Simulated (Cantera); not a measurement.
**Adiabatic ignition**

An adiabatic, constant-volume homogeneous reactor starts with 18.0 % H2, 13.6 % O2, 50.4 % N2, 18.0 % H2O, equivalence ratio 0.66, at 1275 K and 0.651 atm.

Model: the H2/O2 subset of GRI-Mech 3.0, which has no nitrogen chemistry, integrated in Cantera.

| t (s) | T (K) | P (bar) | x H2 | x O2 | x H2O | x OH | x H |
|---|---|---|---|---|---|---|---|
| 6.00e-6 | 1275 | 0.660 | 0.180 | 0.136 | 0.180 | 5.50e-9 | 4.36e-8 |
| 1.73e-5 | 1275 | 0.660 | 0.180 | 0.136 | 0.180 | 1.26e-7 | 9.51e-7 |
| 5.01e-5 | 1295 | 0.670 | 0.171 | 0.132 | 0.187 | 0.000662 | 0.00412 |
| 0.000145 | 2401 | 1.16 | 0.0160 | 0.0509 | 0.357 | 0.0230 | 0.00561 |
| 0.000418 | 2512 | 1.20 | 0.00965 | 0.0494 | 0.370 | 0.0193 | 0.00240 |
| 0.00121 | 2512 | 1.20 | 0.00964 | 0.0494 | 0.370 | 0.0193 | 0.00240 |
| 0.00348 | 2512 | 1.20 | 0.00964 | 0.0494 | 0.370 | 0.0193 | 0.00240 |
| 0.0101 | 2512 | 1.20 | 0.00964 | 0.0494 | 0.370 | 0.0193 | 0.00240 |
| 0.0291 | 2512 | 1.20 | 0.00964 | 0.0494 | 0.370 | 0.0193 | 0.00240 |
| 0.0839 | 2512 | 1.20 | 0.00964 | 0.0494 | 0.370 | 0.0193 | 0.00240 |
| 0.242 | 2512 | 1.20 | 0.00964 | 0.0494 | 0.370 | 0.0193 | 0.00240 |
| 0.700 | 2512 | 1.20 | 0.00964 | 0.0494 | 0.370 | 0.0193 | 0.00240 |
x: mole fraction; the columns are a selection and need not sum to one.

```json
{
  "time_of_steepest_temperature_rise": "60.3 µs",
  "temperature at 0.700 s": "2512 K",
  "equilibrium_temperature": "2512 K",
  "x(H2) at 0.700 s": "0.00964 (gas-phase equilibrium 0.00964)",
  "x(O2) at 0.700 s": "0.0494 (gas-phase equilibrium 0.0494)",
  "x(H2O) at 0.700 s": "0.370 (gas-phase equilibrium 0.370)"
}
```
